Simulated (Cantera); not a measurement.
Cantera run, input and output.

```python
import numpy as np
import cantera as ct

gas = ct.Solution("gri30.yaml")


def delay(T, t_max=10):
    gas.TPX = T, 160000, {'CH4': 1, 'O2': 2.67, 'N2': 10, 'H2O': 0.04}
    reactor = ct.IdealGasConstPressureReactor(gas, clone=False)
    net = ct.ReactorNet([reactor])
    net.rtol, net.atol = 1e-8, 1e-16
    while net.time < t_max:
        t_old, T_old = net.time, reactor.T
        net.step()
        if reactor.T > T + 400:  # ignition: a rise of 400 K
            return t_old + (T + 400 - T_old) / (reactor.T - T_old) * (net.time - t_old)
    return np.nan


taus = []
for T in [1050, 1100, 1150, 1200, 1250, 1300, 1350, 1400]:
    taus.append(delay(T))
    print(f"T0 = {T:6g} K   tau = {taus[-1]:.4e} s")
```

Result:

```
T0 =   1050 K   tau = 2.4951e-01 s
T0 =   1100 K   tau = 1.1323e-01 s
T0 =   1150 K   tau = 5.3408e-02 s
T0 =   1200 K   tau = 2.6136e-02 s
T0 =   1250 K   tau = 1.3252e-02 s
T0 =   1300 K   tau = 6.9522e-03 s
T0 =   1350 K   tau = 3.7701e-03 s
T0 =   1400 K   tau = 2.1133e-03 s
```

Model: GRI-Mech 3.0 (53 species, 325 reactions), integrated in Cantera.
